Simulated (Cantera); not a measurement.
A perfectly stirred reactor is fed with 72.5 % NO, 27.5 % N2, at 10.00 Torr; it is held at 1975 K, and followed from long to short residence time.

Model: GRI-Mech 3.0 (53 species, 325 reactions), integrated in Cantera. Radical loss at walls, strong at low pressure, is not modelled.

Q: Predict: x(NO) at τ = 13.0 s; x(NO2) at τ = 13.0 s; x(N2) at τ = 13.0 s; x(O2) at τ = 13.0 s; x(O) at τ = 13.0 s; x(NO) at τ = 19.0 ms; x(NO2) at τ = 19.0 ms; x(N2) at τ = 19.0 ms; x(O2) at τ = 19.0 ms; x(O) at τ = 19.0 ms.

A: 
```json
{
  "x(NO) at τ = 13.0 s": "0.360",
  "x(NO2) at τ = 13.0 s": "6.76e-5",
  "x(N2) at τ = 13.0 s": "0.457",
  "x(O2) at τ = 13.0 s": "0.181",
  "x(O) at τ = 13.0 s": "0.00212",
  "x(NO) at τ = 19.0 ms": "0.724",
  "x(NO2) at τ = 19.0 ms": "6.44e-6",
  "x(N2) at τ = 19.0 ms": "0.275",
  "x(O2) at τ = 19.0 ms": "4.45e-5",
  "x(O) at τ = 19.0 ms": "0.000151"
}
```
